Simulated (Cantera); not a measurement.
An isothermal, constant-pressure homogeneous reactor starts with 0.256 % CO, 1.52 % O2, 3.32 % H2O, 94.9 % N2, equivalence ratio 0.084, at 873 K and 1.00 bar.

Cantera simulation using GRI-Mech 3.0 (53 species, 325 reactions); the numbers are that mechanism's predictions, not measurements.

Q: Predict: x(CO) at 9.00 s; x(O2) at 9.00 s; x(H2O) at 9.00 s; x(H) at 9.00 s; x(H2O2) at 9.00 s.

A: 
* **x(CO) at 9.00 s**: 0.00240 (gas-phase equilibrium <1e-12)
* **x(O2) at 9.00 s**: 0.0151 (gas-phase equilibrium 0.0139)
* **x(H2O) at 9.00 s**: 0.0332 (gas-phase equilibrium 0.0333)
* **x(H) at 9.00 s**: 1.18e-9 (gas-phase equilibrium <1e-12)
* **x(H2O2) at 9.00 s**: 1.75e-6 (gas-phase equilibrium 1.72e-12)
